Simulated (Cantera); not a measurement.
# Adiabatic ignition

An adiabatic, constant-volume homogeneous reactor starts with 9.34 % CH4, 0.775 % C2H6, 17.8 % O2, 67.1 % N2, 4.95 % CO2, at 1175 K and 10.0 bar.

Cantera simulation using GRI-Mech 3.0 (53 species, 325 reactions); the numbers are that mechanism's predictions, not measurements.

```csv
t (s),T (K),P (bar),x CH4,x C2H6,x O2,x H2O,x OH,x CH2CO,x NO
3.00e-6,1175,10.0,0.0934,0.00775,0.178,6.91e-10,1.71e-11,<1e-12,<1e-12
1.02e-5,1175,10.00,0.0934,0.00775,0.178,7.90e-9,5.83e-11,<1e-12,<1e-12
3.44e-5,1175,10.00,0.0934,0.00775,0.178,9.53e-8,2.18e-10,<1e-12,<1e-12
0.000116,1175,10.00,0.0934,0.00775,0.178,1.52e-6,1.23e-9,2.34e-11,<1e-12
0.000393,1175,10.0,0.0934,0.00772,0.178,5.90e-5,1.94e-8,9.23e-9,<1e-12
0.00133,1213,10.3,0.0888,0.00647,0.173,0.00548,9.10e-7,2.44e-5,<1e-12
0.00451,2909,26.1,1.20e-12,<1e-12,0.00366,0.175,0.00923,<1e-12,0.00506
0.0152,2909,26.1,1.20e-12,<1e-12,0.00366,0.175,0.00923,<1e-12,0.00506
0.0516,2909,26.1,1.20e-12,<1e-12,0.00366,0.175,0.00923,<1e-12,0.00506
0.175,2909,26.1,1.20e-12,<1e-12,0.00366,0.175,0.00923,<1e-12,0.00506
0.591,2909,26.1,1.20e-12,<1e-12,0.00366,0.175,0.00923,<1e-12,0.00506
2.00,2909,26.1,1.20e-12,<1e-12,0.00366,0.175,0.00923,<1e-12,0.00506
```
x: mole fraction; the columns are a selection and need not sum to one.

```
Item                                                                  Result
---------------------------------  -----------------------------------------
time of steepest temperature rise                                    1.54 ms
temperature at 2.00 s                                                 2909 K
equilibrium temperature                                               2909 K
x(CH4) at 2.00 s                   1.20e-12 (gas-phase equilibrium 1.43e-12)
x(C2H6) at 2.00 s                      <1e-12 (gas-phase equilibrium <1e-12)
x(O2) at 2.00 s                      0.00366 (gas-phase equilibrium 0.00366)
```
